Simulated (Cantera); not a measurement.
What does this Cantera script print?

```python
import numpy as np
import cantera as ct

gas = ct.Solution("SiF4_NH3_mec.yaml", "gas")
gas.TPX = 1598, 100000, {'NH3': 1, 'N2': 18, 'H2': 0.084}
inlet = ct.Reservoir(gas, clone=True)

reactor = ct.IdealGasConstPressureReactor(gas, energy="off", clone=False)
exhaust = ct.Reservoir(gas, clone=True)
tau = [16, 5.3, 1.7, 0.56, 0.18, 0.06, 0.019, 0.0063, 0.002, 0.00067][0]
for a, b in ((inlet, reactor), (reactor, exhaust)):
    ct.MassFlowController(a, b, mdot=lambda t: reactor.mass / tau)
net = ct.ReactorNet([reactor])
show = ['NH3', 'H', 'H2', 'N2H4', 'N2H2']

rows = []
print(f"{'tau/s':>10s}{'T/K':>9s}" + "".join(f"{s:>11s}" for s in show))
for tau in [16, 5.3, 1.7, 0.56, 0.18, 0.06, 0.019, 0.0063, 0.002, 0.00067]:
    net.initial_time = 0.0
    net.advance(30 * tau)
    before = gas.X
    net.advance(40 * tau)
    drift = np.max(np.abs(gas.X - before) / (gas.X + 1e-9))
    rows.append([gas.T, *gas[show].X, drift])
    print(f"{tau:10.3e}{gas.T:9.1f}" + "".join(f"{x:11.3e}" for x in gas[show].X))
```

Output:

```
     tau/s      T/K        NH3          H         H2       N2H4       N2H2
 1.600e+01   1598.0  2.272e-02  8.336e-06  4.656e-02  2.692e-09  7.433e-09
 5.300e+00   1598.0  3.281e-02  5.734e-06  3.223e-02  5.530e-09  1.504e-08
 1.700e+00   1598.0  4.226e-02  3.382e-06  1.880e-02  9.342e-09  2.468e-08
 5.600e-01   1598.0  4.812e-02  1.936e-06  1.046e-02  1.272e-08  3.202e-08
 1.800e-01   1598.0  5.088e-02  1.244e-06  6.538e-03  1.484e-08  3.545e-08
 6.000e-02   1598.0  5.189e-02  9.702e-07  5.111e-03  1.524e-08  3.513e-08
 1.900e-02   1598.0  5.225e-02  8.154e-07  4.600e-03  1.344e-08  2.999e-08
 6.300e-03   1598.0  5.236e-02  6.187e-07  4.446e-03  8.337e-09  1.743e-08
 2.000e-03   1598.0  5.239e-02  2.967e-07  4.408e-03  1.945e-09  3.409e-09
 6.700e-04   1598.0  5.240e-02  1.067e-07  4.403e-03  2.397e-10  3.492e-10
```

Model: the gas-phase N/H chemistry of the illustrative SiF4/NH3 mechanism in the Surface Chemkin manual (1991), integrated in Cantera. Walls and surfaces, which speed up NH3 decomposition in real reactors, are not modelled.
